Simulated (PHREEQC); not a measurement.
Dissolve 0.00098 mol CuSO4, 9.4e-05 mol HCl and 0.00011 mol Na2SO4 per kg of water at 85 °C. Closed to the air; pH follows from the charge balance.

Model: ion-association model, phreeqc.dat, run in PHREEQC.

No solid was allowed to form.

Order these Cu species by the share of Cu that they hold, largest first: CuCl+, Cu2(OH)2+2, Cu+2, CuSO4.

Cu+2 (87 %), CuSO4 (13 %), CuCl+ (0.19 %), Cu2(OH)2+2 (0.15 %)

The pH is 4.17 and the ionic strength 0.00378 mol/kgw. At this temperature some constants are extrapolated from 25 °C, and those without enthalpy data are left unchanged.
